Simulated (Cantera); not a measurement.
Adiabatic ignition

An adiabatic, constant-pressure homogeneous reactor starts with 9.51 % CH4, 19.0 % O2, 71.5 % N2, at 950 K and 3750 Torr.

Model: GRI-Mech 3.0 (53 species, 325 reactions), integrated in Cantera. Below about 1000 K GRI-Mech 3.0 lacks low-temperature oxidation paths.

| t (s) | T (K) | x CH4 | x O2 | x OH | x H | x CH2 |
|---|---|---|---|---|---|---|
| 2.00e-6 | 950 | 0.0951 | 0.190 | <1e-12 | <1e-12 | <1e-12 |
| 5.86e-6 | 950 | 0.0951 | 0.190 | <1e-12 | <1e-12 | <1e-12 |
| 1.72e-5 | 950 | 0.0951 | 0.190 | <1e-12 | <1e-12 | <1e-12 |
| 5.03e-5 | 950 | 0.0951 | 0.190 | <1e-12 | <1e-12 | <1e-12 |
| 0.000147 | 950 | 0.0951 | 0.190 | <1e-12 | <1e-12 | <1e-12 |
| 0.000432 | 950 | 0.0951 | 0.190 | <1e-12 | <1e-12 | <1e-12 |
| 0.00126 | 950 | 0.0951 | 0.190 | 1.51e-12 | <1e-12 | <1e-12 |
| 0.00371 | 950 | 0.0951 | 0.190 | 5.86e-12 | <1e-12 | <1e-12 |
| 0.0109 | 950 | 0.0951 | 0.190 | 1.95e-11 | 3.01e-12 | <1e-12 |
| 0.0318 | 950 | 0.0951 | 0.190 | 3.20e-11 | 5.99e-12 | <1e-12 |
| 0.0932 | 950 | 0.0950 | 0.190 | 5.91e-11 | 1.56e-11 | <1e-12 |
| 0.273 | 952 | 0.0948 | 0.190 | 3.80e-10 | 1.65e-10 | <1e-12 |
| 0.800 | 2593 | <1e-12 | 0.00919 | 0.00775 | 0.00146 | <1e-12 |
x: mole fraction; the columns are a selection and need not sum to one.

| Property | Value |
|---|---|
| time of steepest temperature rise | 0.442 s |
| temperature at 0.800 s | 2593 K |
| equilibrium temperature | 2593 K |
| x(CH4) at 0.800 s | <1e-12 (gas-phase equilibrium <1e-12) |
| x(O2) at 0.800 s | 0.00919 (gas-phase equilibrium 0.00919) |
| x(OH) at 0.800 s | 0.00775 (gas-phase equilibrium 0.00775) |
